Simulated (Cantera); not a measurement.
Input: 1 mol CF4, 0.021 mol CH4, 0.078 mol H2, held at 21000 Pa.

These are equilibrium values from Cantera (NASA tables, ideal gas, pure condensed phases), not measurements of a reactor. Candidate condensed phases: C, C6H6, C7H8, C8H18; 95 gas species. Gases not in the tables: C2F6 and larger saturated fluorocarbons. The numbers say what is thermodynamically allowed, not how fast it happens. All values below are at 1825 K.

Base state: CF4 0.791, HF 0.203, CF2 0.00440, CF3 0.000982, F 0.000552 (mole fractions); condensed: C(graphite).

Problem. What changes in the equilibrium state with this change: pressure from 21000 Pa to 210 Pa?

Solution. 
| species | before | after |
|---|---|---|
| CF4 | 0.791 | 0.741 |
| HF | 0.203 | 0.196 |
| CF2 | 0.00440 | 0.0426 |
| F | 0.000552 | 0.0172 |
| CF | 9.90e-7 | 3.08e-5 |
| CF3 | 0.000982 | 0.00296 |
| C(graphite), mol | 0.0783 | 0.0593 |
